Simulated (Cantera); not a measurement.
Cantera run:

```python
import numpy as np
import cantera as ct

gas_names = """
    Cu CuF CuF2 CuO Cu2 F FO FO2 F2 F2O H HF HOF HO2 H2 H2F2 H2O H2O2 H3F3 H4F4 H5F5 H6F6 H7F7 O OH O2
    O3
""".split()
cond_names = """
    Cu(cr) Cu(L) CuF2(s) CuF2(L) CuO(s) CuO2H2(s) Cu2O(s) Cu2O(L) H2O(s) H2O(L)
""".split()


# ... load() reads the species with a 1 bar reference pressure and builds the phases ...
atoms = {
    'CuO': {'Cu': 1, 'O': 1},
    'HF': {'H': 1, 'F': 1},
    'O2': {'O': 2},
}
top_T = {'CuO(s)': 1390}  # K; cautious upper limits of use, not melting points


# ... equilibrate(T, P, feed) seeds the gas with the atoms and calls Mixture.equilibrate('TP', solver="vcs", rtol=1e-11, max_steps=5000) ...
results = []
feed = {'CuO': 1, 'HF': 6.4, 'O2': 0.11}  # mol
T = 775  # K
for P in [1, 4.2, 18, 75, 320, 1300, 5600, 24000, 100000]:
    mix = equilibrate(T, P, feed)
    results.append((T, P, feed, dict(zip(mix.species_names, mix.species_moles))))
    x = sorted(zip(gas.X, gas.species_names), reverse=True)
    print(f"T = {T:g} K  P = {P:g} Pa  gas = {mix.phase_moles(0):.4g} mol")
    print("   x: " + "  ".join(f"{s} {v:.3e}" for v, s in x if v > 0.001))
    print("   condensed (mol): " + ("  ".join(f"{mix.phase(i).name} {mix.phase_moles(i):.4g}"
          for i in range(1, mix.n_phases) if mix.phase_moles(i) > 1e-12) or "none"))
```

Output:

```
T = 775 K  P = 1 Pa  gas = 6.51 mol
   x: HF 9.831e-01  O2 1.690e-02
   condensed (mol): CuO(s) 0.9999
T = 775 K  P = 4.2 Pa  gas = 6.51 mol
   x: HF 9.831e-01  O2 1.690e-02
   condensed (mol): CuO(s) 0.9999
T = 775 K  P = 18 Pa  gas = 6.51 mol
   x: HF 9.831e-01  O2 1.690e-02
   condensed (mol): CuF2(s) 4.227e-05  CuO(s) 0.9999
T = 775 K  P = 75 Pa  gas = 6.51 mol
   x: HF 9.830e-01  O2 1.690e-02
   condensed (mol): CuF2(s) 0.0003989  CuO(s) 0.9996
T = 775 K  P = 320 Pa  gas = 6.508 mol
   x: HF 9.828e-01  O2 1.690e-02
   condensed (mol): CuF2(s) 0.001755  CuO(s) 0.9982
T = 775 K  P = 1300 Pa  gas = 6.503 mol
   x: HF 9.820e-01  O2 1.692e-02  H2O 1.096e-03
   condensed (mol): CuF2(s) 0.007125  CuO(s) 0.9929
T = 775 K  P = 5600 Pa  gas = 6.48 mol
   x: HF 9.783e-01  O2 1.698e-02  H2O 4.685e-03
   condensed (mol): CuF2(s) 0.03036  CuO(s) 0.9696
T = 775 K  P = 24000 Pa  gas = 6.386 mol
   x: HF 9.633e-01  H2O 1.947e-02  O2 1.723e-02
   condensed (mol): CuF2(s) 0.1243  CuO(s) 0.8757
T = 775 K  P = 100000 Pa  gas = 6.071 mol
   x: HF 9.095e-01  H2O 7.231e-02  O2 1.812e-02
   condensed (mol): CuF2(s) 0.4389  CuO(s) 0.5611
```

Method: chemical equilibrium by Gibbs-energy minimisation in Cantera with the NASA 1993 tables (ideal gas, pure condensed phases).
